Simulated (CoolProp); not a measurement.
Properties of R134a at several states.

The numbers come from the reference Helmholtz-energy equation of state, Tillner-Roth 1994 in CoolProp.

```tsv
T (°C)	p (MPa)	phase	Z	cv (kJ/(kg K))	isothermal compressibility (1/MPa)	viscosity (µPa s)
176.95	8.45	supercritical	0.6125	1.106	___	___
168.85	20.9	supercritical	___	1.085	0.01759	75.6
155.45	0.39	gas	0.9791	0.9743	2.619	16.9
```

Q: Complete the blanks.

A: 
- 176.95, isothermal compressibility (1/MPa): 0.1712
- 176.95, viscosity (µPa s): 29.4
- 168.85, Z: 0.6870

Viscosity comes from a separate model (Huber 2003), an estimate that may be off by 10 % or more.
